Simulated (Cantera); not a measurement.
A freely propagating, adiabatic, planar premixed flame of 8.20 % CH4, 16.4 % O2, 75.4 % N2, equivalence ratio 1.0, unburnt at 650 K and 0.410 bar; mixture-averaged transport, grid criteria slope 0.08 and curve 0.16, no radiation.

Computed with Cantera and GRI-Mech 3.0 (53 species, 325 reactions). Burning velocities carry a grid error of a few per cent, more on coarse grids.

x: mole fraction of selected species; z is measured from the peak of heat release.

| z (mm) | T (K) | u (m/s) | x CH4 | x O2 | x CH2O | x HO2 | x C2H6 | x C2H |
|---|---|---|---|---|---|---|---|---|
| -2.48 | 650 | 1.43 | 0.0819 | 0.164 | 1.21e-7 | 1.87e-7 | [?] | <1e-8 |
| -1.65 | 651 | 1.43 | 0.0816 | 0.163 | 1.80e-6 | 2.19e-6 | [?] | <1e-8 |
| -1.24 | 656 | 1.45 | 0.0811 | 0.163 | 9.59e-6 | 9.49e-6 | [?] | <1e-8 |
| -0.826 | 692 | 1.54 | 0.0783 | 0.160 | 7.67e-5 | 4.08e-5 | [?] | <1e-8 |
| -0.413 | 978 | 2.20 | 0.0591 | 0.137 | 0.000512 | 6.99e-5 | [?] | <1e-8 |
| -0.206 | 1330 | 3.02 | 0.0338 | 0.103 | 0.000894 | 0.000124 | [?] | <1e-8 |
| 0 | 1681 | 3.85 | 0.00878 | 0.0611 | 0.000657 | 9.24e-5 | [?] | 1.49e-7 |
| 0.206 | 1829 | 4.20 | 0.000775 | 0.0351 | 0.000120 | 1.39e-5 | [?] | 1.19e-7 |
| 0.413 | 1863 | 4.26 | 3.49e-5 | 0.0256 | 6.59e-6 | 3.70e-6 | <1e-8 | <1e-8 |
| 0.826 | 1895 | 4.32 | 7.40e-8 | 0.0207 | 1.49e-8 | 2.70e-6 | <1e-8 | <1e-8 |
| 1.65 | 1935 | 4.39 | <1e-8 | 0.0185 | <1e-8 | 2.28e-6 | <1e-8 | <1e-8 |
| 3.30 | 1989 | 4.50 | <1e-8 | 0.0167 | <1e-8 | 1.86e-6 | <1e-8 | <1e-8 |
| 6.61 | 2054 | 4.62 | <1e-8 | 0.0145 | <1e-8 | 1.41e-6 | <1e-8 | <1e-8 |

Question: Some entries are withheld; supply them.

Answer: 
- -2.48, x C2H6: 3.74e-8
- -1.65, x C2H6: 6.66e-7
- -1.24, x C2H6: 4.35e-6
- -0.826, x C2H6: 6.19e-5
- -0.413, x C2H6: 0.000777
- -0.206, x C2H6: 0.000850
- 0, x C2H6: 8.94e-5
- 0.206, x C2H6: 5.40e-7
